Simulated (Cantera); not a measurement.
Mixture: CH₄ : C₂H₆ : O₂ : N₂ = 1 : 0.041 : 3.83 : 14.4 (molar parts), equivalence ratio 0.56, at 0.360 bar, adiabatic and at constant volume. Ignition delay is the time to a rise of 400 K.

Computed with Cantera and GRI-Mech 3.0 (53 species, 325 reactions).

Question: What does this change do: 0.083 parts H2 added?

Answer: 
```csv
quantity,before,after
delay at 1198 K,25.3 ms,12.3 ms
delay at 1273 K,9.24 ms,5.31 ms
delay at 1348 K,3.63 ms,2.41 ms
delay at 1423 K,1.57 ms,1.16 ms
delay at 1498 K,0.756 ms,0.610 ms
delay at 1573 K,0.408 ms,0.347 ms
apparent activation energy between 1423 and 1573 K,170 kJ/mol,150 kJ/mol
```

Question: What does this change do: constant pressure in place of constant volume?

Answer: 
```csv
quantity,before,after
delay at 1198 K,25.3 ms,26.1 ms
delay at 1273 K,9.24 ms,9.60 ms
delay at 1348 K,3.63 ms,3.79 ms
delay at 1423 K,1.57 ms,1.65 ms
delay at 1498 K,0.756 ms,0.802 ms
delay at 1573 K,0.408 ms,0.436 ms
apparent activation energy between 1423 and 1573 K,170 kJ/mol,170 kJ/mol
```
